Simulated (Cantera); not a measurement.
Input: 1 mol C2H2, 0.43 mol CO2, at 51000 Pa.

Equilibrium computed with Cantera from the NASA thermochemical tables; the gas is ideal and each condensed phase is pure. Candidate condensed phases: C, C6H6, C7H8, C8H18, H2O; 110 gas species. Equilibrium is a limit: real reactors are often held back by kinetics, nucleation or transport. All values below are at 2125 K.

Base state: H2 0.534, CO 0.462, H 0.00372, C2H2 (acetylene) 0.000895, CH4 4.52e-5 (mole fractions); condensed: C(graphite).

Task: What changes in the equilibrium state with this change: C2H2 replaced by CO?

Result: 
```csv
species,before,after
CO,0.462,0.699
CO2,1.59e-6,0.301
H2,0.534,0
H,0.00372,0
C2H2 (acetylene),0.000895,0
CH4,4.52e-5,0
"C(graphite), mol",1.57,0
```
